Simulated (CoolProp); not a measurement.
Vapour-liquid equilibrium of R125 (1) + fluoroethane (R161) (2) at -30.35 °C; x and y are mole fractions of (1).

The numbers come from the multi-fluid Helmholtz-energy mixture model, Lemmon 2005 and Wu 2012; pair parameters Bell 2016 in CoolProp.

| x | bubble pressure (MPa) | y at the bubble point | dew pressure at overall composition x (MPa) | liquid density (mol/L) |
|---|---|---|---|---|
| 0.05 | 0.1426 | 0.071 | … | 16.51 |
| 0.15 | 0.1505 | 0.216 | 0.1466 | 15.96 |
| 0.25 | 0.1601 | 0.354 | 0.1527 | 15.42 |
| 0.35 | 0.1707 | 0.478 | 0.1598 | 14.91 |
| 0.45 | … | 0.585 | 0.1681 | … |
| 0.55 | 0.1916 | 0.675 | 0.1778 | … |
| 0.65 | 0.2009 | 0.753 | 0.1887 | … |
| 0.75 | 0.2092 | 0.823 | 0.2005 | 13.04 |
| 0.85 | 0.2163 | 0.891 | 0.2122 | 12.63 |
| 0.95 | 0.2223 | 0.961 | 0.2215 | 12.24 |

Problem. What belongs in the gaps?

Solution. 
- 0.05, dew pressure at overall composition x (MPa): 0.1416
- 0.45, bubble pressure (MPa): 0.1814
- 0.45, liquid density (mol/L): 14.41
- 0.55, liquid density (mol/L): 13.93
- 0.65, liquid density (mol/L): 13.48

No azeotrope shows between x = 0.05 and 0.95.

The pair parameters rest on a limited set of measurements; away from them the model extrapolates. The gap from Raoult's law changes sign with composition, which may be real or a fault of the pair parameters; it wasn't checked against measurements.
